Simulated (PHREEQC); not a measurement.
Solution (31 °C): 0.00036 mol AgF and 0.00037 mol NaCl per kg of water. Closed to the air; pH follows from the charge balance.

Computed with PHREEQC (ion-association model, wateq4f.dat).

```yaml
pH: 7.00
ionic_strength: 0.000622 mol/kgw
```

| species | molality | activity | log γ |
|---|---|---|---|
| Na+ | 0.000370 | 0.000360 | -0.012 |
| F- | 0.000360 | 0.000349 | -0.012 |
| Cl- | 0.000260 | 0.000252 | -0.012 |
| Ag+ | 0.000252 | 0.000245 | -0.012 |
| AgCl | 0.000105 | 0.000105 | 0.000 |
| AgCl2- | 2.62e-6 | 2.55e-6 | -0.012 |

This is a speciation only: nothing precipitates in the calculation. The solution is supersaturated, for example in Cerargyrite, so a real one may precipitate; this is no full list. Species that the database lacks are ignored.
